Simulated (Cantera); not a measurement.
**Reactions in the system C-H-N-Ti**

Standard-state values (1 bar) from the NASA 1993 polynomials, evaluated with Cantera. Values are per mole of reaction as written; species without (g) are pure solids or liquids, kept so even where they would boil at 1 bar. TiC: taken at fixed stoichiometry.

C₂H₆(g) + 3 N₂(g) + 4 TiC = 4 Ti + 6 HCN(g)

| T (K) | ΔH° (kJ) | ΔS° (J/K) | ΔG° (kJ) | log10 K |
|---|---|---|---|---|
| 300 | 1630.3 | 433.2 | 1500.4 | -261.24 |
| 350 | 1632.2 | 438.8 | 1478.6 | -220.66 |
| 425 | 1634.2 | 444.1 | 1445.5 | -177.65 |
| 500 | 1635.5 | 447.0 | 1412.0 | -147.51 |
| 575 | 1636.3 | 448.5 | 1378.4 | -125.22 |
| 650 | 1636.8 | 449.2 | 1344.8 | -108.06 |
| 725 | 1637.0 | 449.5 | 1311.1 | -94.46 |
| 800 | 1637.2 | 449.8 | 1277.3 | -83.40 |
| 875 | 1637.5 | 450.1 | 1243.6 | -74.24 |
| 950 | 1637.8 | 450.5 | 1209.8 | -66.52 |
| 1025 | 1638.3 | 451.0 | 1176.0 | -59.93 |
| 1100 | 1639.8 | 452.4 | 1142.2 | -54.24 |
